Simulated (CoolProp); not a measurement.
A closed Brayton cycle with carbon dioxide: compressor inlet 324.15 K and 9.8 MPa, high pressure 24.8 MPa, turbine inlet 890 K, compressor efficiency 0.85, turbine efficiency 0.85, recuperator effectiveness 0.8 (on enthalpy, no pinch check). Each further row changes one setting.

Model: reference Helmholtz-energy equation of state, Span 1996, in CoolProp.

```
case                           thermal efficiency (%)  net work (kJ/kg)  compressor to turbine work  compressor exit (K)  turbine exit (K)
-----------------------------  ----------------------  ----------------  --------------------------  -------------------  ----------------
as stated                                        28.1              87.0                        0.31                387.0             779.0
turbine inlet 840 K                               [?]              79.2                        0.33                387.0             732.8
compressor inlet 334.15 K                         [?]              78.5                        0.38                409.4             779.0
high pressure 21.1 MPa                           25.8              74.6                        0.29                375.8               [?]
recuperator effectiveness 0.5                    19.4              87.0                        0.31                387.0             779.0
```

Complete the blanks.


- turbine inlet 840 K, thermal efficiency (%): 27.2
- compressor inlet 334.15 K, thermal efficiency (%): 27.1
- high pressure 21.1 MPa, turbine exit (K): 797.8
